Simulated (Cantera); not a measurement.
Charge: 1 mol Fe3O4, 700 mol H2, held at 1875 K and 1.33 mbar.

Equilibrium computed with Cantera from the NASA thermochemical tables; the gas is ideal and each condensed phase is pure. Candidate condensed phases: Fe, FeO, Fe(OH)2, Fe(OH)3, Fe2O3, Fe3O4, H2O; 12 gas species. Kinetics and transport are ignored.

Base state: H2 0.972, H 0.0177, H2O 0.00563, Fe 0.00423 (mole fractions); condensed: gas only.

Problem. What changes in the equilibrium state with this change: temperature from 1875 K to 1423.15 K?

Solution. 
```tsv
species	before	after
H2	0.972	0.994
H2O	0.00563	0.00571
H	0.0177	0.000182
Fe	0.00423	2.01e-5
Fe(γ), mol	0	2.99
```
